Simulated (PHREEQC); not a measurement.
**Hard or scaling water (model solution)**

Make-up at 80 °C and 100 atm: 0.001 mol/kgw MgCl2 and 0.023 mol/kgw CO2. Closed to the air; pH follows from the charge balance.

Computed with PHREEQC (ion-association model, phreeqc.dat).

Each row changes one thing in this solution. This is a speciation only: nothing precipitates in the calculation.

| case | pH | ionic strength (mol/kgw) | HCO3- (mol/kgw) | (CO2)2 (mol/kgw) | MgHCO3+ (mol/kgw) | MgOH+ (mol/kgw) |
|---|---|---|---|---|---|---|
| as made | 3.96 | 0.00311 | 0.000114 | 3.61e-5 | 1.65e-6 | 1.78e-9 |
| CO2 replaced by (NH4)2CO3 at the same molality | 7.92 | 0.0255 | 0.0220 | 1.34e-8 | 0.000162 | (withheld) |
| MgCl2 from 0.001 to 0.005 mol/kgw | 3.95 | (withheld) | 0.000119 | 3.62e-5 | 6.73e-6 | 7.17e-9 |
| diluted 2-fold with water | 4.12 | 0.00158 | 7.95e-5 | 9.02e-6 | 6.18e-7 | 1.34e-9 |
| MgCl2 from 0.001 to 0.002 mol/kgw | 3.96 | 0.00611 | 0.000116 | 3.61e-5 | 3.08e-6 | 3.30e-9 |
| temperature from 80 to 30 °C | 3.96 | 0.00311 | 0.000116 | 1.13e-5 | 1.08e-6 | 4.24e-11 |
| MgCl2 from 0.001 to 0.0001 mol/kgw | 3.97 | 0.000410 | 0.000110 | 3.61e-5 | 1.88e-7 | 2.03e-10 |
| diluted 10-fold with water | 4.47 | 0.000335 | 3.47e-5 | (withheld) | 5.96e-8 | 6.49e-10 |

Task: Fill in the missing entries.

Result: 
- CO2 replaced by (NH4)2CO3 at the same molality, MgOH+ (mol/kgw): 8.90e-6
- MgCl2 from 0.001 to 0.005 mol/kgw, ionic strength (mol/kgw): 0.0151
- diluted 10-fold with water, (CO2)2 (mol/kgw): 3.56e-7

Under pressure, the constants of complexes without a molar volume in the database are unreliable. Carbamate, which ammonia and carbonate form, is missing from the database. Constants without temperature data keep their 25 °C values here.
